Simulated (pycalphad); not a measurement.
Source of the numbers: pycalphad with the COST 507 light-alloy database (1999); pressure 1 atm. These are 1990s assessments: newer ones move some temperatures and phases. Not assessed as a whole: an extrapolation from subsystems, which can miss ternary compounds. Kinetics are ignored, which matters at the lower temperatures.

How does the equilibrium phase assembly of Ti-1.06Si-0.12Fe (at.%) change on cooling from 2250 K to 500 K?


```json
[
 {"T (K)": "1919.7", "phases above": "LIQUID", "phases below": "BCC_A2 + LIQUID"},
 {"T (K)": "1799.2", "phases above": "BCC_A2 + LIQUID", "phases below": "BCC_A2"},
 {"T (K)": "1137.7", "phases above": "BCC_A2", "phases below": "BCC_A2 + HCP_A3"},
 {"T (K)": "1136.1", "phases above": "BCC_A2 + HCP_A3", "phases below": "BCC_A2 + HCP_A3 + SITI3"},
 {"T (K)": "847.7", "phases above": "BCC_A2 + HCP_A3 + SITI3", "phases below": "FETI + HCP_A3 + SITI3"}
]
```
Changes were sought between steps of 50 K, so a narrower field can be missed.

Database names, with the compositions (at.%) that they take in these runs: SITI3: Ti 75 Si 25; FETI: Ti 50 Fe 50. BCC_A2 is bcc; HCP_A3 is hcp.
